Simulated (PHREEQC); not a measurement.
0.84 g of hydrous ferric oxide (600 m²/g; 0.2 weak and 0.005 strong sites per Fe, Dzombak-Morel constants, diffuse double layer) in 1 kg of water with 0.3 mol/kgw of an inert sodium salt and 0.0045 mol/kgw NaF and 0.0011 mol/kgw SrCl2, at 25 °C; the pH is set by adding NaOH or the inert anion's acid. O2 is buffered at 0.21 atm. No CO2 enters from the air. Nothing may precipitate in this run.

Equilibrium calculation in PHREEQC: ion-association model, wateq4f.dat.

### Question
Predict F sorbed (%), Sr sorbed (%), surface charge σ (C/m²), surface potential ψ (mV) at pH = 8, 9.5.

### Answer
| pH | F sorbed (%) | Sr sorbed (%) | surface charge σ (C/m²) | surface potential ψ (mV) |
|---|---|---|---|---|
| 8 | 3.8 | 5.0 | 0.003 | 2 |
| 9.5 | 0.5 | 41.3 | -0.045 | -33 |

The oxide is taken as insoluble; below pH 4 it would dissolve.
